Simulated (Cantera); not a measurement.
Input: 1 mol Fe₃O₄, 2 mol H₂, 2.4 mol N₂, at 133 Pa.

These are equilibrium values from Cantera (NASA tables, ideal gas, pure condensed phases), not measurements of a reactor. Candidate condensed phases: Fe, FeO, Fe(OH)₂, Fe(OH)₃, Fe₂O₃, Fe₃O₄, H₂O; 27 gas species. The tables' stoichiometric FeO is somewhat more stable than real wüstite, so its field is too wide. FeO: taken at fixed stoichiometry. Equilibrium is a limit: real reactors are often held back by kinetics, nucleation or transport.

Problem. What share of the Fe ends up in condensed phases as a function of T (°C), at 1050, 1125, 1200, 1275, 1350, 1425, 1500, 1575, 1650, 1725, 1800, 1875?

Solution. 
| T (°C) | Fe condensed (%) | as |
|---|---|---|
| 1050 | 100.0 | FeO(s) |
| 1125 | 100.0 | FeO(s) |
| 1200 | 100.0 | FeO(s) |
| 1275 | 100.0 | FeO(s) |
| 1350 | 99.9 | FeO(s) |
| 1425 | 99.7 | FeO(l) |
| 1500 | 99.0 | FeO(l) |
| 1575 | 97.5 | FeO(l) |
| 1650 | 94.3 | FeO(l) |
| 1725 | 89.3 | FeO(l) |
| 1800 | 82.4 | FeO(l) |
| 1875 | 71.5 | FeO(l) |
